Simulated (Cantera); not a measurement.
Feed: 1 mol Si3N4, 0.0085 mol O2, 130 mol H2, at 1.33 mbar.

These are equilibrium values from Cantera (NASA tables, ideal gas, pure condensed phases), not measurements of a reactor. Candidate condensed phases: H2O, Si, SiO2, Si2N2O, Si3N4; 35 gas species. Mutual solubility and eutectic melting of coexisting phases are not modelled. Gases not in the tables: Si2H6 and higher silanes. The numbers say what is thermodynamically allowed, not how fast it happens.

Task: What share of the Si ends up in condensed phases as a function of T (K), at 1248, 1298, 1348, 1398, 1448, 1498, 1548, 1598, 1648, 1698, 1748, 1798, 1848, 1898?

Result: 
```
T (K)  Si condensed (%)                            as
-----  ----------------  ----------------------------
1248              100.0  Si(s) + Si2N2O(s) + Si3N4(s)
1298              100.0  Si(s) + Si2N2O(s) + Si3N4(s)
1348              100.0  Si(s) + Si2N2O(s) + Si3N4(s)
1398               99.8  Si(s) + Si2N2O(s) + Si3N4(s)
1448               99.4              Si(s) + Si3N4(s)
1498               99.4                         Si(s)
1548               99.3                         Si(s)
1598               99.1                         Si(s)
1648               98.5                         Si(s)
1698               97.0                         Si(l)
1748               94.2                         Si(l)
1798               88.4                         Si(l)
1848               77.0                         Si(l)
1898               55.4                         Si(l)
```
